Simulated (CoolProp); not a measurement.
Hydrogen chloride at 293.15 K and 6.03 MPa is throttled through a valve to 3.89 MPa with no heat exchange. Each further row changes one setting.

Values from CoolProp's reference Helmholtz-energy equation of state, Thol 2018.

```
case                      temperature change (K)                       final phase  final density (kg/m³)
------------------------  ----------------------  --------------------------------  ---------------------
as stated                                   -3.6  two-phase, vapour fraction 0.022                    716
outlet pressure 1.17 MPa                   -47.5  two-phase, vapour fraction 0.254                   90.5
outlet pressure 5.06 MPa                    -0.5                            liquid                    848
```
